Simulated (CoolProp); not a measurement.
Values from CoolProp's reference Helmholtz-energy equation of state, Lemmon 2006. It is a short technical equation, of lower accuracy than the large ones.

Task: Give the vapour pressure (bar), liquid cp (kJ/(kg K)), vapour Z of saturated nitrous oxide at -44.75 °C.

Result: 
| T (°C) | p (bar) | liquid cp (kJ/(kg K)) | vapour Z |
|---|---|---|---|
| -44.75 | 7.90 | 1.82 | 0.889 |
